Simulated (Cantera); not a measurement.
Input: 1 mol Si3N4, 21 mol H2, equilibrated at 1025 °C and 61.0 Pa.

These are equilibrium values from Cantera (NASA tables, ideal gas, pure condensed phases), not measurements of a reactor. Candidate condensed phases: Si, Si3N4; 18 gas species. Mutual solubility and eutectic melting of coexisting phases are not modelled. Kinetics and transport are ignored.

Base state: H2 0.999, N2 0.000777, H 4.35e-5 (mole fractions); condensed: Si(s) + Si3N4(s).

Task: What changes in the equilibrium state with this change: temperature from 1025 °C to 1700 °C?

Result: 
```json
[
 {"species": "H2", "before": "0.999", "after": "0.817"},
 {"species": "N2", "before": "0.000777", "after": "0.0801"},
 {"species": "Si", "before": "6.69e-8", "after": "0.0518"},
 {"species": "H", "before": "4.35e-5", "after": "0.0494"},
 {"species": "Si2", "before": "<1e-9", "after": "0.000503"},
 {"species": "Si2N", "before": "<1e-9", "after": "0.000136"},
 {"species": "Si3", "before": "<1e-9", "after": "0.000109"},
 {"species": "SiN", "before": "<1e-9", "after": "0.000101"},
 {"species": "SiH", "before": "1.39e-8", "after": "0.000836"},
 {"species": "Si(s), mol", "before": "0.0245", "after": "0"},
 {"species": "Si3N4(s), mol", "before": "0.992", "after": "0"},
 {"species": "Si(l), mol", "before": "0", "after": "1.64"}
]
```
The tables' values for SiN are old estimates; treat these amounts as uncertain. Gases not in the tables: Si2H6 and higher silanes.
